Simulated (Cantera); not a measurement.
An adiabatic, constant-volume homogeneous reactor starts with CH₃OH : O₂ : N₂ = 1 : 1.65 : 6.1 (molar parts), equivalence ratio 0.91, at 1675 K and 760 Torr. Integrator tolerance rtol = 1e-08.

Computed with Cantera and GRI-Mech 3.0 (53 species, 325 reactions). GRI-Mech 3.0 was tuned for natural gas; its chemistry of methanol as a main component is partial and can be far from experiment.

### Question
What does this change do: pressure from 760 Torr to 540 Torr?

### Answer
| quantity | before | after |
|---|---|---|
| time of steepest temperature rise | 49.6 µs | 68.2 µs |
| temperature at 0.200 s | 2902 K | 2871 K |
| equilibrium temperature | 2902 K | 2871 K |
| x(CH₃OH) at 0.200 s | <1e-12 (gas-phase equilibrium <1e-12) | <1e-12 (gas-phase equilibrium <1e-12) |
| x(O₂) at 0.200 s | 0.0329 (gas-phase equilibrium 0.0329) | 0.0337 (gas-phase equilibrium 0.0337) |
| x(OH) at 0.200 s | 0.0290 (gas-phase equilibrium 0.0290) | 0.0294 (gas-phase equilibrium 0.0294) |
| x(CH₂) at 0.200 s | <1e-12 (gas-phase equilibrium <1e-12) | <1e-12 (gas-phase equilibrium <1e-12) |
| x(CH₃) at 0.200 s | <1e-12 (gas-phase equilibrium <1e-12) | <1e-12 (gas-phase equilibrium <1e-12) |
| x(H) at 0.200 s | 0.0119 (gas-phase equilibrium 0.0119) | 0.0130 (gas-phase equilibrium 0.0130) |

### Question
What does this change do: constant pressure in place of constant volume?

### Answer
```
quantity                                                          before                                    after
---------------------------------  -------------------------------------  ---------------------------------------
time of steepest temperature rise                                49.6 µs                                  58.5 µs
temperature at 0.200 s                                            2902 K                                   2752 K
equilibrium temperature                                           2902 K                                   2752 K
x(CH₃OH) at 0.200 s                <1e-12 (gas-phase equilibrium <1e-12)    <1e-12 (gas-phase equilibrium <1e-12)
x(O₂) at 0.200 s                   0.0329 (gas-phase equilibrium 0.0329)    0.0316 (gas-phase equilibrium 0.0316)
x(OH) at 0.200 s                   0.0290 (gas-phase equilibrium 0.0290)    0.0241 (gas-phase equilibrium 0.0241)
x(CH₂) at 0.200 s                  <1e-12 (gas-phase equilibrium <1e-12)    <1e-12 (gas-phase equilibrium <1e-12)
x(CH₃) at 0.200 s                  <1e-12 (gas-phase equilibrium <1e-12)    <1e-12 (gas-phase equilibrium <1e-12)
x(H) at 0.200 s                    0.0119 (gas-phase equilibrium 0.0119)  0.00909 (gas-phase equilibrium 0.00909)
```
